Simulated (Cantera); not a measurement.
# Ammonia decomposition in nitride growth gas

A perfectly stirred reactor is fed with NH3 : H2 = 1 : 0.14 (molar parts), at 3200 Pa; it is held at 2373 K, and followed from long to short residence time.

Cantera simulation using the gas-phase N/H chemistry of the illustrative SiF4/NH3 mechanism in the Surface Chemkin manual (1991); the numbers are that mechanism's predictions, not measurements. Walls and surfaces, which speed up NH3 decomposition in real reactors, are not modelled.

```json
[
 {"τ (s)": "0.84", "x NH3": "0.0178", "x H2": "0.748", "x H": "0.00524", "x N2": "0.228", "x N2H2": "4.30e-7", "x N2H4": "1.88e-10", "x NH": "5.48e-5"},
 {"τ (s)": "0.52", "x NH3": "0.0322", "x H2": "0.739", "x H": "0.00415", "x N2": "0.224", "x N2H2": "7.53e-7", "x N2H4": "3.96e-10", "x NH": "6.32e-5"},
 {"τ (s)": "0.32", "x NH3": "0.0543", "x H2": "0.723", "x H": "0.00339", "x N2": "0.218", "x N2H2": "1.28e-6", "x N2H4": "7.85e-10", "x NH": "7.32e-5"},
 {"τ (s)": "0.19", "x NH3": "0.0903", "x H2": "0.697", "x H": "0.00276", "x N2": "0.209", "x N2H2": "2.22e-6", "x N2H4": "1.55e-9", "x NH": "8.55e-5"},
 {"τ (s)": "0.12", "x NH3": "0.136", "x H2": "0.663", "x H": "0.00231", "x N2": "0.196", "x N2H2": "3.51e-6", "x N2H4": "2.71e-9", "x NH": "9.71e-5"},
 {"τ (s)": "0.073", "x NH3": "0.204", "x H2": "0.614", "x H": "0.00188", "x N2": "0.178", "x N2H2": "5.60e-6", "x N2H4": "4.73e-9", "x NH": "0.000110"},
 {"τ (s)": "0.045", "x NH3": "0.290", "x H2": "0.551", "x H": "0.00152", "x N2": "0.155", "x N2H2": "8.51e-6", "x N2H4": "7.68e-9", "x NH": "0.000121"},
 {"τ (s)": "0.027", "x NH3": "0.396", "x H2": "0.473", "x H": "0.00119", "x N2": "0.127", "x N2H2": "1.26e-5", "x N2H4": "1.20e-8", "x NH": "0.000130"},
 {"τ (s)": "0.017", "x NH3": "0.498", "x H2": "0.398", "x H": "0.000947", "x N2": "0.0992", "x N2H2": "1.70e-5", "x N2H4": "1.67e-8", "x NH": "0.000136"},
 {"τ (s)": "0.010", "x NH3": "0.607", "x H2": "0.317", "x H": "0.000722", "x N2": "0.0699", "x N2H2": "2.23e-5", "x N2H4": "2.24e-8", "x NH": "0.000138"},
 {"τ (s)": "0.0063", "x NH3": "0.687", "x H2": "0.259", "x H": "0.000576", "x N2": "0.0486", "x N2H2": "2.64e-5", "x N2H4": "2.70e-8", "x NH": "0.000136"}
]
```
x: mole fraction; the columns are a selection and need not sum to one.
